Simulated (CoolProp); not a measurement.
Properties of decamethylcyclopentasiloxane (D5) along the isobar 5.78 MPa (Tc = 345.1 °C, pc = 1.078 MPa, ω = 0.631).

The numbers come from the reference Helmholtz-energy equation of state, Thol 2019 in CoolProp.

```json
[
 {"T (°C)": "194.05", "phase": "liquid", "density (kg/m³)": "790.9", "cp (kJ/(kg K))": "1.943", "cv (kJ/(kg K))": "1.732", "speed of sound (m/s)": "542.7", "expansivity (1/kK)": "1.312"},
 {"T (°C)": "204.25", "phase": "liquid", "density (kg/m³)": "780.2", "cp (kJ/(kg K))": "1.959", "cv (kJ/(kg K))": "1.749", "speed of sound (m/s)": "522.1", "expansivity (1/kK)": "1.342"},
 {"T (°C)": "214.45", "phase": "liquid", "density (kg/m³)": "769.5", "cp (kJ/(kg K))": "1.975", "cv (kJ/(kg K))": "1.767", "speed of sound (m/s)": "502.0", "expansivity (1/kK)": "1.375"},
 {"T (°C)": "224.65", "phase": "liquid", "density (kg/m³)": "758.7", "cp (kJ/(kg K))": "1.991", "cv (kJ/(kg K))": "1.785", "speed of sound (m/s)": "482.2", "expansivity (1/kK)": "1.410"},
 {"T (°C)": "234.85", "phase": "liquid", "density (kg/m³)": "747.7", "cp (kJ/(kg K))": "2.007", "cv (kJ/(kg K))": "1.802", "speed of sound (m/s)": "463.0", "expansivity (1/kK)": "1.447"},
 {"T (°C)": "245.05", "phase": "liquid", "density (kg/m³)": "736.6", "cp (kJ/(kg K))": "2.022", "cv (kJ/(kg K))": "1.819", "speed of sound (m/s)": "444.1", "expansivity (1/kK)": "1.488"},
 {"T (°C)": "255.15", "phase": "liquid", "density (kg/m³)": "725.4", "cp (kJ/(kg K))": "2.038", "cv (kJ/(kg K))": "1.836", "speed of sound (m/s)": "425.9", "expansivity (1/kK)": "1.531"},
 {"T (°C)": "265.35", "phase": "liquid", "density (kg/m³)": "714.0", "cp (kJ/(kg K))": "2.054", "cv (kJ/(kg K))": "1.852", "speed of sound (m/s)": "408.0", "expansivity (1/kK)": "1.578"},
 {"T (°C)": "275.55", "phase": "liquid", "density (kg/m³)": "702.5", "cp (kJ/(kg K))": "2.069", "cv (kJ/(kg K))": "1.869", "speed of sound (m/s)": "390.5", "expansivity (1/kK)": "1.628"},
 {"T (°C)": "285.75", "phase": "liquid", "density (kg/m³)": "690.7", "cp (kJ/(kg K))": "2.085", "cv (kJ/(kg K))": "1.885", "speed of sound (m/s)": "373.5", "expansivity (1/kK)": "1.682"},
 {"T (°C)": "295.95", "phase": "liquid", "density (kg/m³)": "678.8", "cp (kJ/(kg K))": "2.100", "cv (kJ/(kg K))": "1.901", "speed of sound (m/s)": "357.0", "expansivity (1/kK)": "1.740"},
 {"T (°C)": "306.15", "phase": "liquid", "density (kg/m³)": "666.6", "cp (kJ/(kg K))": "2.115", "cv (kJ/(kg K))": "1.917", "speed of sound (m/s)": "341.0", "expansivity (1/kK)": "1.802"},
 {"T (°C)": "316.25", "phase": "liquid", "density (kg/m³)": "654.4", "cp (kJ/(kg K))": "2.130", "cv (kJ/(kg K))": "1.932", "speed of sound (m/s)": "325.8", "expansivity (1/kK)": "1.867"},
 {"T (°C)": "326.45", "phase": "liquid", "density (kg/m³)": "641.8", "cp (kJ/(kg K))": "2.145", "cv (kJ/(kg K))": "1.948", "speed of sound (m/s)": "310.9", "expansivity (1/kK)": "1.936"},
 {"T (°C)": "336.65", "phase": "liquid", "density (kg/m³)": "629.0", "cp (kJ/(kg K))": "2.160", "cv (kJ/(kg K))": "1.963", "speed of sound (m/s)": "296.6", "expansivity (1/kK)": "2.009"},
 {"T (°C)": "346.85", "phase": "supercritical", "density (kg/m³)": "616.0", "cp (kJ/(kg K))": "2.174", "cv (kJ/(kg K))": "1.978", "speed of sound (m/s)": "283.0", "expansivity (1/kK)": "2.085"}
]
```
